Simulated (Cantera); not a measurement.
# Halide evaporation, hydrolysis and transport: PbCl2 + H2

Charge: 1 mol PbCl2, a varied amount of H2, held at 1025 °C and 1.00 bar.

Method: chemical equilibrium by Gibbs-energy minimisation in Cantera with the NASA 1993 tables (ideal gas, pure condensed phases). Candidate condensed phases: Pb, PbCl2; 10 gas species. The tables' values for PbCl4 are old estimates; treat these amounts as uncertain. Rates play no part.

```csv
n(H2) (mol),x H2,x HCl,x PbCl2,x PbCl,n Pb(l)
5.8,0.740,0.200,0.0318,0.0255,0.585
8,0.797,0.161,0.0192,0.0198,0.621
11,0.844,0.127,0.0113,0.0152,0.648
15,0.880,0.0991,0.00658,0.0116,0.665
21,0.911,0.0745,0.00359,0.00858,0.674
29,0.933,0.0560,0.00198,0.00636,0.671
40,0.950,0.0417,0.00108,0.00470,0.657
56,0.963,0.0304,0.000565,0.00340,0.626
```
x: gas mole fraction; n: condensed amount in mol.

From 5.8 mol H2 to 56 mol H2 the condensed part is Pb(l). The main Pb-bearing gas is PbCl2 at 5.8 mol H2 and PbCl at 56 mol H2. The share of Pb in condensed phases is highest at 21 mol H2 (67.4 %) and lowest at 5.8 mol H2 (58.5 %).
